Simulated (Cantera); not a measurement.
A closed system holds: 1 mol SiH₄, 27 mol H₂O, equilibrated at 1.00 bar.

Equilibrium computed with Cantera from the NASA thermochemical tables; the gas is ideal and each condensed phase is pure. Candidate condensed phases: H₂O, Si, SiO₂; 18 gas species. The tables hold silica as quartz up to 1696 K and as liquid above; real silica turns to tridymite and cristobalite and melts near 1996 K. Gases not in the tables: Si(OH)₄. Equilibrium is a limit: real reactors are often held back by kinetics, nucleation or transport.

x: gas mole fraction; n: condensed amount in mol.

```json
[
 {"T (°C)": "650", "x H₂O": "0.862", "x H₂": "0.138", "x H": "9.08e-11", "x OH": "<1e-12", "x SiO": "<1e-12", "x O₂": "<1e-12", "n SiO₂(β-quartz)": "1.00", "n SiO₂(condensed)": "0"},
 {"T (°C)": "750", "x H₂O": "0.862", "x H₂": "0.138", "x H": "1.54e-9", "x OH": "2.53e-11", "x SiO": "<1e-12", "x O₂": "<1e-12", "n SiO₂(β-quartz)": "1.00", "n SiO₂(condensed)": "0"},
 {"T (°C)": "850", "x H₂O": "0.862", "x H₂": "0.138", "x H": "[?]", "x OH": "[?]", "x SiO": "<1e-12", "x O₂": "<1e-12", "n SiO₂(β-quartz)": "1.00", "n SiO₂(condensed)": "0"},
 {"T (°C)": "950", "x H₂O": "0.862", "x H₂": "0.138", "x H": "1.12e-7", "x OH": "6.29e-9", "x SiO": "<1e-12", "x O₂": "<1e-12", "n SiO₂(β-quartz)": "1.00", "n SiO₂(condensed)": "0"},
 {"T (°C)": "1050", "x H₂O": "0.862", "x H₂": "0.138", "x H": "5.89e-7", "x OH": "5.32e-8", "x SiO": "<1e-12", "x O₂": "<1e-12", "n SiO₂(β-quartz)": "1.00", "n SiO₂(condensed)": "0"},
 {"T (°C)": "1150", "x H₂O": "0.862", "x H₂": "0.138", "x H": "[?]", "x OH": "[?]", "x SiO": "[?]", "x O₂": "[?]", "n SiO₂(β-quartz)": "1.00", "n SiO₂(condensed)": "0"},
 {"T (°C)": "1250", "x H₂O": "0.862", "x H₂": "0.138", "x H": "8.58e-6", "x OH": "1.65e-6", "x SiO": "5.28e-10", "x O₂": "2.56e-10", "n SiO₂(β-quartz)": "1.00", "n SiO₂(condensed)": "0"},
 {"T (°C)": "1350", "x H₂O": "0.862", "x H₂": "0.138", "x H": "2.57e-5", "x OH": "6.72e-6", "x SiO": "7.29e-9", "x O₂": "2.93e-9", "n SiO₂(β-quartz)": "1.00", "n SiO₂(condensed)": "0"},
 {"T (°C)": "1450", "x H₂O": "0.862", "x H₂": "0.138", "x H": "6.77e-5", "x OH": "2.32e-5", "x SiO": "7.28e-8", "x O₂": "2.53e-8", "n SiO₂(β-quartz)": "0", "n SiO₂(condensed)": "1.000"},
 {"T (°C)": "1550", "x H₂O": "0.862", "x H₂": "0.138", "x H": "0.000161", "x OH": "7.00e-5", "x SiO": "5.46e-7", "x O₂": "1.73e-7", "n SiO₂(β-quartz)": "0", "n SiO₂(condensed)": "1.000"}
]
```

Task: Fill in the missing entries.

Result: 
- 1150, x H: 2.47e-6
- 1150, x OH: 3.35e-7
- 1150, x SiO: 2.61e-11
- 1150, x O₂: 1.60e-11
- 850, x H: 1.58e-8
- 850, x OH: 5.09e-10
